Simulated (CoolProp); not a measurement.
Vapour-liquid equilibrium of cyclohexane (1) + n-octane (2) at 0.814 MPa; x and y are mole fractions of (1).

The numbers come from the multi-fluid Helmholtz-energy mixture model, Zhou 2014 and Beckmüller 2019; pair parameters Bell 2016 in CoolProp.

| x | bubble temperature, mixture model (K) | bubble temperature, Raoult's law (K) | y, mixture model | y, Raoult's law |
|---|---|---|---|---|
| 0.05 | 491.8 | 491.2 | 0.086 | 0.109 |
| 0.125 | 487.2 | 485.9 | 0.208 | 0.252 |
| 0.2 | 482.6 | 481.0 | 0.320 | 0.374 |
| 0.275 | 478.2 | 476.4 | ? | 0.478 |
| 0.35 | 473.9 | 472.1 | 0.514 | 0.569 |
| 0.425 | 469.7 | 468.0 | 0.597 | 0.647 |
| 0.5 | ? | 464.2 | ? | 0.715 |
| 0.575 | 462.0 | 460.6 | 0.738 | 0.774 |
| 0.65 | 458.3 | 457.1 | ? | 0.826 |
| 0.725 | 454.8 | 453.9 | 0.850 | 0.872 |
| 0.8 | 451.5 | 450.9 | 0.897 | 0.913 |
| 0.875 | 448.4 | 448.0 | 0.939 | 0.949 |
| 0.95 | 445.4 | 445.2 | 0.977 | 0.981 |

Problem. Complete the blanks.

Solution. 
- 0.275, y, mixture model: 0.422
- 0.5, bubble temperature, mixture model (K): 465.8
- 0.5, y, mixture model: 0.671
- 0.65, y, mixture model: 0.797

The largest gap from Raoult's law is +1.8 K in bubble temperature, at x = 0.35. No azeotrope shows between x = 0.05 and 0.95.

Pair parameters are fitted to limited data, so mixtures are less certain than the pure fluids.
